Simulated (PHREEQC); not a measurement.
0.075 g of hydrous ferric oxide (600 m²/g; 0.2 weak and 0.005 strong sites per Fe, Dzombak-Morel constants, diffuse double layer) in 1 kg of water with 0.3 mol/kgw of an inert sodium salt and 0.00038 mol/kgw Ag2SO4 and 2.5e-07 mol/kgw ZnCl2, at 25 °C; the pH is set by adding NaOH or the inert anion's acid. Oxygen is held at 0.21 atm. No CO2 enters from the air. No solid was allowed to form.

All values are PHREEQC results (ion-association model, wateq4f.dat), not measurements.

```csv
pH,S sorbed (%),Ag sorbed (%),Zn sorbed (%),surface charge σ (C/m²),surface potential ψ (mV)
4,10.2,0.0,0.0,0.196,94
4.5,9.6,0.0,0.1,0.190,93
5,8.2,0.1,0.5,0.176,89
5.5,6.0,0.3,2.3,0.154,82
6,3.6,0.5,6.3,0.125,73
6.5,1.6,0.6,16.0,0.094,60
7,0.5,1.0,44.5,0.063,44
7.5,0.1,1.9,81.9,0.033,25
8,0.0,4.3,96.2,0.006,5
8.5,0.0,8.9,98.9,-0.018,-14
9,0.0,14.2,98.7,-0.034,-26
9.5,0.0,17.7,94.0,-0.041,-31
10,0.0,19.1,65.6,-0.044,-33
```

Along this series the solution becomes supersaturated in solids that the run did not let form, among them Ag2O. Species that the database lacks are ignored.
